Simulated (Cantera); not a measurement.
An adiabatic, constant-volume homogeneous reactor starts with 5.12 % CH4, 0.169 % CO, 19.9 % O2, 74.8 % N2, at 1425 K and 100000 Pa.

Detailed kinetics in Cantera: GRI-Mech 3.0 (53 species, 325 reactions).

x: mole fraction; the columns are a selection and need not sum to one.

```tsv
t (s)	T (K)	P (bar)	x CH4	x CO	x O2	x HO2	x C2H6	x OH
3.00e-6	1425	1.00	0.0512	0.00169	0.199	4.92e-8	<1e-12	1.95e-9
9.54e-6	1425	1.000	0.0512	0.00169	0.199	1.55e-7	4.02e-12	2.94e-9
3.04e-5	1425	1.000	0.0512	0.00169	0.199	4.77e-7	1.55e-10	5.95e-9
9.65e-5	1425	1.000	0.0512	0.00169	0.199	[?]	[?]	[?]
0.000307	1425	1.00	0.0512	0.00169	0.199	2.96e-6	6.94e-7	1.01e-7
0.000977	1428	1.00	0.0506	0.00173	0.198	8.94e-6	9.43e-5	8.96e-7
0.00311	2586	1.83	<1e-12	0.00646	0.0917	[?]	<1e-12	0.0126
0.00988	2569	1.82	<1e-12	0.00616	0.0870	9.85e-6	<1e-12	0.0119
0.0314	2565	1.82	<1e-12	0.00608	0.0858	9.65e-6	<1e-12	0.0117
0.100	2565	1.82	<1e-12	0.00608	0.0858	9.65e-6	<1e-12	0.0117
```

**Question.** Fill in the missing entries.

**Answer.** 
- 9.65e-5, x HO2: 1.36e-6
- 9.65e-5, x C2H6: 7.45e-9
- 9.65e-5, x OH: 1.91e-8
- 0.00311, x HO2: 1.07e-5
